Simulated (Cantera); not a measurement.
An adiabatic, constant-volume homogeneous reactor starts with CO : H₂ : CH₄ : O₂ : N₂ = 1 : 1.1 : 0.41 : 1.25 : 4.69 (molar parts), equivalence ratio 1.5, at 1123 K and 940000 Pa. Integrator tolerance rtol = 1e-08.

Detailed kinetics in Cantera: GRI-Mech 3.0 (53 species, 325 reactions). Above 3000 K some thermodynamic fits are extrapolated.

Q: What does this change do: pressure from 940000 Pa to 101000 Pa?

A: 
```csv
quantity,before,after
time of steepest temperature rise,0.268 ms,0.503 ms
temperature at 1.00 s,3020 K,2863 K
equilibrium temperature,3020 K,2863 K
x(CO) at 1.00 s,0.114 (gas-phase equilibrium 0.114),0.116 (gas-phase equilibrium 0.116)
x(H₂) at 1.00 s,0.0468 (gas-phase equilibrium 0.0468),0.0496 (gas-phase equilibrium 0.0496)
x(CH₄) at 1.00 s,2.11e-11 (gas-phase equilibrium 2.45e-11),<1e-12 (gas-phase equilibrium <1e-12)
x(OH) at 1.00 s,0.00966 (gas-phase equilibrium 0.00966),0.0146 (gas-phase equilibrium 0.0146)
x(CO₂) at 1.00 s,0.0594 (gas-phase equilibrium 0.0594),0.0559 (gas-phase equilibrium 0.0559)
x(H₂O) at 1.00 s,0.181 (gas-phase equilibrium 0.181),0.170 (gas-phase equilibrium 0.170)
```

Q: What does this change do: initial temperature 1123 to 1050 K?

A: 
```
quantity                                                              before                                      after
---------------------------------  -----------------------------------------  -----------------------------------------
time of steepest temperature rise                                   0.268 ms                                    1.29 ms
temperature at 1.00 s                                                 3020 K                                     2988 K
equilibrium temperature                                               3020 K                                     2988 K
x(CO) at 1.00 s                          0.114 (gas-phase equilibrium 0.114)        0.113 (gas-phase equilibrium 0.113)
x(H₂) at 1.00 s                        0.0468 (gas-phase equilibrium 0.0468)      0.0465 (gas-phase equilibrium 0.0465)
x(CH₄) at 1.00 s                   2.11e-11 (gas-phase equilibrium 2.45e-11)  2.48e-11 (gas-phase equilibrium 2.86e-11)
x(OH) at 1.00 s                      0.00966 (gas-phase equilibrium 0.00966)    0.00843 (gas-phase equilibrium 0.00843)
x(CO₂) at 1.00 s                       0.0594 (gas-phase equilibrium 0.0594)      0.0605 (gas-phase equilibrium 0.0605)
x(H₂O) at 1.00 s                         0.181 (gas-phase equilibrium 0.181)        0.183 (gas-phase equilibrium 0.183)
```

Q: What does this change do: constant pressure in place of constant volume?

A: 
| quantity | before | after |
|---|---|---|
| time of steepest temperature rise | 0.268 ms | 0.299 ms |
| temperature at 1.00 s | 3020 K | 2738 K |
| equilibrium temperature | 3020 K | 2738 K |
| x(CO) at 1.00 s | 0.114 (gas-phase equilibrium 0.114) | 0.110 (gas-phase equilibrium 0.110) |
| x(H₂) at 1.00 s | 0.0468 (gas-phase equilibrium 0.0468) | 0.0465 (gas-phase equilibrium 0.0465) |
| x(CH₄) at 1.00 s | 2.11e-11 (gas-phase equilibrium 2.45e-11) | 6.80e-12 (gas-phase equilibrium 7.81e-12) |
| x(OH) at 1.00 s | 0.00966 (gas-phase equilibrium 0.00966) | 0.00494 (gas-phase equilibrium 0.00494) |
| x(CO₂) at 1.00 s | 0.0594 (gas-phase equilibrium 0.0594) | 0.0647 (gas-phase equilibrium 0.0647) |
| x(H₂O) at 1.00 s | 0.181 (gas-phase equilibrium 0.181) | 0.187 (gas-phase equilibrium 0.187) |
